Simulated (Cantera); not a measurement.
A perfectly stirred reactor is fed with 47.6 % C2H4, 52.4 % H2, at 0.0230 bar; it is held at 1773 K, and followed from long to short residence time.

Computed with Cantera and GRI-Mech 3.0 (53 species, 325 reactions). GRI-Mech 3.0 was tuned for natural gas; its chemistry of ethylene as a main component is partial and can be far from experiment. GRI-Mech 3.0 stops at C3 and has no aromatics, soot or wall deposition, so with more carbon than oxygen in the feed, carbon stays in small species such as C2H2 where larger ones or solid carbon would form. Radical loss at walls, strong at low pressure, is not modelled.

One state of this run: x C2H4 = 0.0159; x H2 = 0.672; x C2H2 = 0.312; x H = 0.000199; x CH4 = 0.000111; x CH2 = 8.10e-9; x C2H6 = 5.26e-8. x: mole fraction; the columns are a selection and need not sum to one.

Question: Which value of τ (s) does it belong to?
A) 0.00076
B) 0.13
C) 0.46
D) 0.035

Answer: B, 0.13
